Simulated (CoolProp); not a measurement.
The numbers come from the reference Helmholtz-energy equation of state, Penoncello 2003 in CoolProp.

Question: Give the vapour pressure (MPa), enthalpy of vaporisation (kJ/kg), vapour viscosity (µPa s), liquid conductivity (mW/(m K)) of saturated CHF3 (R23) at 193, 199.2, 248.6 K.

Answer: 
| T (K) | p (MPa) | enthalpy of vaporisation (kJ/kg) | vapour viscosity (µPa s) | liquid conductivity (mW/(m K)) |
|---|---|---|---|---|
| 193 | 0.113 | 238 | 9.57 | 133 |
| 199.2 | 0.158 | 233 | 9.91 | 128 |
| 248.6 | 1.21 | 179 | 12.8 | 94.6 |

Viscosity comes from a separate model (Shan 2000). Thermal conductivity comes from a separate model (Shan 2000).
